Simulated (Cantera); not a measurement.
# Reactions in the system Cr-H-N-O

Cantera with NASA thermochemical tables; ideal gases at 1 bar, condensed phases pure. Values are per mole of reaction as written; species without (g) are pure solids or liquids, kept so even where they would boil at 1 bar.

N₂O(g) + 4 Cr + 2 H(g) ⇌ 2 Cr₂N + H₂O(g)

| T (K) | ΔH° (kJ) | ΔS° (J/K) | ΔG° (kJ) | log10 K |
|---|---|---|---|---|
| 300 | -1010.5 | -225.3 | -942.9 | 164.17 |
| 950 | -1013.4 | -230.9 | -794.1 | 43.66 |
| 975 | -1013.5 | -230.9 | -788.3 | 42.23 |
| 1000 | -1013.5 | -231.0 | -782.5 | 40.87 |
| 1025 | -1013.5 | -231.0 | -776.7 | 39.58 |
| 1050 | -1013.6 | -231.1 | -771.0 | 38.35 |
| 1075 | -1013.6 | -231.1 | -765.2 | 37.18 |
| 1100 | -1013.7 | -231.2 | -759.4 | 36.06 |
| 1125 | -1013.8 | -231.2 | -753.6 | 34.99 |
| 1150 | -1013.8 | -231.3 | -747.8 | 33.97 |
| 1175 | -1013.9 | -231.4 | -742.1 | 32.99 |
| 1200 | -1014.0 | -231.4 | -736.3 | 32.05 |
